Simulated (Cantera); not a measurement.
Input: 1 mol Fe, 0.29 mol H2O, a varied amount of N2, at 1400 °C and 0.270 bar.

Equilibrium computed with Cantera from the NASA thermochemical tables; the gas is ideal and each condensed phase is pure. Candidate condensed phases: Fe, FeO, Fe(OH)2, Fe(OH)3, Fe2O3, Fe3O4, H2O; 27 gas species. Mutual solubility and eutectic melting of coexisting phases are not modelled. The tables' stoichiometric FeO is somewhat more stable than real wüstite, so its field is too wide. FeO: taken at fixed stoichiometry. Kinetics and transport are ignored.

x: gas mole fraction; n: condensed amount in mol.

| n(N2) (mol) | x N2 | x H2 | x H2O | x H | n Fe(δ) | n FeO(l) |
|---|---|---|---|---|---|---|
| 0.31 | 0.517 | 0.328 | 0.155 | 0.000126 | 0.803 | 0.197 |
| 0.42 | [?] | [?] | [?] | [?] | 0.803 | 0.197 |
| 0.58 | 0.667 | 0.226 | 0.107 | 0.000104 | 0.803 | 0.197 |
| 0.81 | 0.736 | 0.179 | 0.0846 | 9.27e-5 | 0.803 | 0.197 |
| 1.1 | 0.791 | 0.142 | 0.0669 | 8.25e-5 | 0.803 | 0.197 |
| 1.5 | 0.838 | 0.110 | 0.0520 | 7.27e-5 | 0.803 | 0.197 |
| 2.1 | 0.879 | [?] | [?] | [?] | 0.803 | 0.197 |
| 2.9 | 0.909 | 0.0617 | 0.0292 | 5.44e-5 | 0.803 | 0.197 |
| 4 | 0.932 | 0.0459 | 0.0217 | 4.69e-5 | 0.803 | 0.197 |

Task: What belongs in the gaps?

Result: 
- 2.1, x H2: 0.0824
- 2.1, x H2O: 0.0389
- 2.1, x H: 6.29e-5
- 0.42, x N2: 0.592
- 0.42, x H2: 0.277
- 0.42, x H2O: 0.131
- 0.42, x H: 0.000115
